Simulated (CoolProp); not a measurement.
A single-stage vapour-compression cycle with the fluid: evaporating at 266.15 K (dew point), condensing at 326.15 K (bubble point), superheat 0 K, subcooling 2 K, compressor efficiency 0.6, no pressure losses. The same conditions are run with several fluids, on thermodynamics alone (safety and materials aside).

Values from CoolProp's reference Helmholtz-energy equation of state of each fluid (propylene: Lemmon 2013; neopentane: Lemmon 2006; carbonyl sulfide: Lemmon 2006; chloromethane (R40): Thol 2014; R236EA: Rui 2013; fluoroethane (R161): Wu 2012).

```json
[
 {"fluid": "propylene", "cooling COP": "1.85", "pressure ratio": "4.64", "discharge temperature (K)": "362.4", "refrigerating effect (kJ/kg)": "234", "volumetric capacity (kJ/m³)": "2340"},
 {"fluid": "neopentane", "cooling COP": "?", "pressure ratio": "7.20", "discharge temperature (K)": "332.2", "refrigerating effect (kJ/kg)": "?", "volumetric capacity (kJ/m³)": "349"},
 {"fluid": "carbonyl sulfide", "cooling COP": "2.02", "pressure ratio": "?", "discharge temperature (K)": "413.6", "refrigerating effect (kJ/kg)": "?", "volumetric capacity (kJ/m³)": "3080"},
 {"fluid": "chloromethane (R40)", "cooling COP": "2.14", "pressure ratio": "?", "discharge temperature (K)": "437.9", "refrigerating effect (kJ/kg)": "316", "volumetric capacity (kJ/m³)": "?"},
 {"fluid": "R236EA", "cooling COP": "1.90", "pressure ratio": "8.65", "discharge temperature (K)": "334.9", "refrigerating effect (kJ/kg)": "98.8", "volumetric capacity (kJ/m³)": "401"},
 {"fluid": "fluoroethane (R161)", "cooling COP": "1.98", "pressure ratio": "5.39", "discharge temperature (K)": "378.7", "refrigerating effect (kJ/kg)": "256", "volumetric capacity (kJ/m³)": "2090"}
]
```

Question: Fill in the missing entries.

Answer: 
- neopentane, cooling COP: 1.93
- neopentane, refrigerating effect (kJ/kg): 195
- carbonyl sulfide, pressure ratio: 4.61
- carbonyl sulfide, refrigerating effect (kJ/kg): 197
- chloromethane (R40), pressure ratio: 6.02
- chloromethane (R40), volumetric capacity (kJ/m³): 1530
